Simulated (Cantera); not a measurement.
Feed: 1 mol BN, 1.6 mol HCl, equilibrated at 1623 K and 13300 Pa.

These are equilibrium values from Cantera (NASA tables, ideal gas, pure condensed phases), not measurements of a reactor. Candidate condensed phases: B, BN, NH₄Cl; 21 gas species. The tables' values for BCl₂, BCl are old estimates; treat these amounts as uncertain. Gases not in the tables: BHCl₂. The numbers say what is thermodynamically allowed, not how fast it happens.

Base state: HCl 0.814, H₂ 0.0927, BCl₃ 0.0614, N₂ 0.0309, Cl 0.000399, BCl₂ 0.000389, H 5.76e-5, BCl 3.60e-5 (mole fractions); condensed: BN(s).

What changes in the equilibrium state with this change: temperature from 1623 K to 898.15 K?


```csv
species,before,after
HCl,0.814,0.984
H₂,0.0927,0.00820
BCl₃,0.0614,0.00547
N₂,0.0309,0.00273
BCl₂,0.000389,<1e-9
Cl,0.000399,3.20e-9
"BN(s), mol",0.901,0.991
```

What changes in the equilibrium state with this change: temperature from 1623 K to 1773 K?


```json
[
 {"species": "HCl", "before": "0.814", "after": "0.767"},
 {"species": "H₂", "before": "0.0927", "after": "0.115"},
 {"species": "BCl₃", "before": "0.0614", "after": "0.0747"},
 {"species": "N₂", "before": "0.0309", "after": "0.0388"},
 {"species": "BCl", "before": "3.60e-5", "after": "0.000542"},
 {"species": "BCl₂", "before": "0.000389", "after": "0.00227"},
 {"species": "H", "before": "5.76e-5", "after": "0.000264"},
 {"species": "Cl", "before": "0.000399", "after": "0.00135"},
 {"species": "BN(s), mol", "before": "0.901", "after": "0.876"}
]
```
